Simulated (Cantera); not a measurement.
A closed system holds: 1 mol MgO, 0.66 mol CH4, 1 mol H2, 3.1 mol CO, at 1223 K and 32.0 Pa.

Method: chemical equilibrium by Gibbs-energy minimisation in Cantera with the NASA 1993 tables (ideal gas, pure condensed phases). Candidate condensed phases: C, C6H6, C7H8, C8H18, H2O, Mg, MgCO3, MgO, Mg(OH)2; 116 gas species. Equilibrium is a limit: real reactors are often held back by kinetics, nucleation or transport.

Base state: CO 0.572, H2 0.428, Mg 0.000123, H 1.10e-5 (mole fractions); condensed: C(graphite) + MgO(s).

Task: What changes in the equilibrium state with this change: temperature from 1223 K to 1525 K?

Result: 
| species | before | after |
|---|---|---|
| CO | 0.572 | 0.558 |
| H2 | 0.428 | 0.344 |
| Mg | 0.000123 | 0.0979 |
| MgH | 1.03e-8 | 1.09e-5 |
| H | 1.10e-5 | 0.000775 |
| H2O | 1.57e-6 | 2.08e-5 |
| C(graphite), mol | 0.659 | 0 |
| MgO(s), mol | 0.999 | 0.340 |
The tables' values for MgH are old estimates; treat these amounts as uncertain.
